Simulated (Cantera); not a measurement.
Feed: 1 mol SiC, 1.7 mol O₂, 950 mol H₂, 0.022 mol N₂O, equilibrated at 0.00255 Torr.

Cantera equilibrium calculation (NASA polynomials, part measured and part estimated; ideal gas, pure solids and liquids). Candidate condensed phases: C, C₆H₆, C₇H₈, C₈H₁₈, H₂O, Si, SiC, SiO₂, Si₂N₂O, Si₃N₄; 151 gas species. The tables hold silica as quartz up to 1696 K and as liquid above; real silica turns to tridymite and cristobalite and melts near 1996 K. Equilibrium is a limit: real reactors are often held back by kinetics, nucleation or transport. All values below are at 1200 K.

Base state: H₂ 0.998, CO 0.00105, H₂O 0.000463, H 0.000107, N₂ 2.31e-5, SiO 1.97e-5 (mole fractions); condensed: SiO₂(β-quartz).

Question: What changes in the equilibrium state with this change: O₂ from 1.7 to 0.0043 mol?

Answer: 
```csv
species,before,after
H₂,0.998,1.000
H,0.000107,0.000107
N₂,2.31e-5,2.32e-5
CO,0.00105,1.61e-5
H₂O,0.000463,<1e-9
SiO,1.97e-5,1.61e-5
"SiO₂(β-quartz), mol",0.981,0
"SiC(s), mol",0,0.985
```
